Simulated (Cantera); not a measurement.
Premixed flame

A freely propagating, adiabatic, planar premixed flame of 25.9 % H₂, 14.6 % O₂, 54.6 % N₂, 4.92 % H₂O, equivalence ratio 0.89, unburnt at 450 K and 32000 Pa; mixture-averaged transport, grid criteria slope 0.08 and curve 0.16, no radiation.

Detailed kinetics in Cantera: the H2/O2 subset of GRI-Mech 3.0, which has no nitrogen chemistry. Burning velocities carry a grid error of a few per cent, more on coarse grids.

```
z (mm)  T (K)  u (m/s)    x H₂    x O₂   x H₂O      x OH     x HO₂   x H₂O₂
------  -----  -------  ------  ------  ------  --------  --------  -------
-5.24     450     3.48   0.259   0.146  0.0492     <1e-8     <1e-8    <1e-8
-3.49     450     3.48   0.259   0.146  0.0492     <1e-8     <1e-8    <1e-8
-2.62     450     3.48   0.259   0.146  0.0492     <1e-8     <1e-8    <1e-8
-1.75     450     3.48   0.259   0.146  0.0492     <1e-8   4.42e-8    <1e-8
-0.873    455     3.51   0.256   0.146  0.0496   6.03e-6   7.21e-5  2.12e-6
-0.437    641     4.83   0.226   0.143  0.0654  0.000677  0.000152  2.51e-5
0        1076     7.84   0.134   0.110   0.143   0.00217   4.98e-5  2.59e-6
0.437    1378     9.92  0.0533  0.0571   0.237   0.00731   2.05e-5  2.36e-6
0.873    1520     10.9  0.0372  0.0425   0.263    0.0104   1.31e-5  1.59e-6
1.75     1667     11.8  0.0345  0.0373   0.275    0.0128   9.47e-6  8.34e-7
3.49     1815     12.7  0.0314  0.0334   0.287    0.0144   6.76e-6  4.24e-7
6.99     1954     13.6  0.0264  0.0295   0.300    0.0148   4.59e-6  2.36e-7
14.0     2075     14.3  0.0200  0.0260   0.314    0.0138   3.04e-6  1.51e-7
```
x: mole fraction of selected species; z is measured from the peak of heat release.

```
Quantity                     Value
------------------------  --------
laminar burning velocity  348 cm/s
thermal thickness          1.75 mm
peak x(OH)                  0.0148
peak x(HO₂)               0.000220
peak x(H₂O₂)               2.59e-5
grid points                    128
```
